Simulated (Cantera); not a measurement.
Input: 1 mol C2H4, a varied amount of O2, 87 mol H2, at 2748 K and 9100000 Pa.

Cantera equilibrium calculation (NASA polynomials, part measured and part estimated; ideal gas, pure solids and liquids). Candidate condensed phases: C, C6H6, C7H8, C8H18, H2O; 110 gas species. The ideal-gas law is rough above about 30 bar. Equilibrium is a limit: real reactors are often held back by kinetics, nucleation or transport.

x: gas mole fraction; nothing condenses.

```
n(O2) (mol)   x H2        x CO       x H2O      x H  x C2H2 (acetylene)       x CH4
-----------  -----  ----------  ----------  -------  ------------------  ----------
0.16         0.977     0.00358     9.03e-6  0.00704             0.00661     0.00448
0.2          0.977  (withheld)  (withheld)  0.00704             0.00624     0.00435
0.25         0.977     0.00558     1.50e-5  0.00704             0.00579     0.00419
0.31         0.976     0.00690     1.95e-5  0.00703             0.00525     0.00398
0.38         0.975     0.00845     2.54e-5  0.00703             0.00463     0.00374
0.47         0.975      0.0104     3.43e-5  0.00703             0.00384     0.00340
0.58         0.974  (withheld)  (withheld)  0.00702          (withheld)  (withheld)
0.72         0.973      0.0158     7.66e-5  0.00702             0.00177     0.00230
0.89         0.971      0.0194    0.000168  0.00702            0.000553     0.00128
1.1          0.969      0.0218     0.00230  0.00701             3.66e-6    0.000104
1.4          0.962      0.0218     0.00875  0.00698             2.50e-7     2.69e-5
1.7          0.956      0.0218      0.0153  0.00696             8.05e-8     1.51e-5
```

Problem. Some entries are withheld; supply them.

Solution. 
- 0.2, x CO: 0.00447
- 0.2, x H2O: 1.16e-5
- 0.58, x CO: 0.0128
- 0.58, x H2O: 4.85e-5
- 0.58, x C2H2 (acetylene): 0.00291
- 0.58, x CH4: 0.00295
